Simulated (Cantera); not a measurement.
An adiabatic, constant-volume homogeneous reactor starts with CH4 : O2 : N2 : H2O = 1 : 4.55 : 17.1 : 0.58 (molar parts), equivalence ratio 0.44, at 1623 K and 9.30 bar. Integrator tolerance rtol = 1e-08.

Detailed kinetics in Cantera: GRI-Mech 3.0 (53 species, 325 reactions).

What does this change do: pressure from 9.30 bar to 3.50 bar?


```json
[
 {"quantity": "time of steepest temperature rise", "before": "52.3 µs", "after": "0.115 ms"},
 {"quantity": "temperature at 0.200 s", "before": "2607 K", "after": "2581 K"},
 {"quantity": "equilibrium temperature", "before": "2607 K", "after": "2581 K"},
 {"quantity": "x(CH4) at 0.200 s", "before": "<1e-12 (gas-phase equilibrium <1e-12)", "after": "<1e-12 (gas-phase equilibrium <1e-12)"},
 {"quantity": "x(O2) at 0.200 s", "before": "0.0986 (gas-phase equilibrium 0.0986)", "after": "0.0986 (gas-phase equilibrium 0.0986)"},
 {"quantity": "x(H2O) at 0.200 s", "before": "0.105 (gas-phase equilibrium 0.105)", "after": "0.104 (gas-phase equilibrium 0.104)"},
 {"quantity": "x(N2O) at 0.200 s", "before": "3.75e-6 (gas-phase equilibrium 3.75e-6)", "after": "2.19e-6 (gas-phase equilibrium 2.19e-6)"},
 {"quantity": "x(CH2O) at 0.200 s", "before": "1.09e-11 (gas-phase equilibrium 1.09e-11)", "after": "8.27e-12 (gas-phase equilibrium 8.27e-12)"}
]
```

What does this change do: pressure from 9.30 bar to 1.50 bar?


```tsv
quantity	before	after
time of steepest temperature rise	52.3 µs	0.231 ms
temperature at 0.200 s	2607 K	2554 K
equilibrium temperature	2607 K	2554 K
x(CH4) at 0.200 s	<1e-12 (gas-phase equilibrium <1e-12)	<1e-12 (gas-phase equilibrium <1e-12)
x(O2) at 0.200 s	0.0986 (gas-phase equilibrium 0.0986)	0.0987 (gas-phase equilibrium 0.0987)
x(H2O) at 0.200 s	0.105 (gas-phase equilibrium 0.105)	0.102 (gas-phase equilibrium 0.102)
x(N2O) at 0.200 s	3.75e-6 (gas-phase equilibrium 3.75e-6)	1.36e-6 (gas-phase equilibrium 1.36e-6)
x(CH2O) at 0.200 s	1.09e-11 (gas-phase equilibrium 1.09e-11)	6.13e-12 (gas-phase equilibrium 6.13e-12)
```
